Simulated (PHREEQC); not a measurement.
Make-up at 25 °C: 0.13 mol FeCl2 per kg of water. Closed to the air; pH follows from the charge balance.

The numbers come from PHREEQC with the ion-association model, phreeqc.dat.

The pH is 5.47, the ionic strength is 0.369 mol/kgw and the activity of water is 0.994. The density is 1.011 g/cm³.

```csv
species,molality,activity,log γ
Cl-,0.250,0.168,-0.173
Fe+2,0.120,0.0326,-0.564
FeCl+,0.0103,0.00755,-0.136
H+,4.35e-6,3.37e-6,-0.111
FeOH+,4.35e-6,3.04e-6,-0.155
OH-,4.54e-9,2.98e-9,-0.182
```

This is a speciation only: nothing precipitates in the calculation. Complexes and solids missing from the database can't appear.
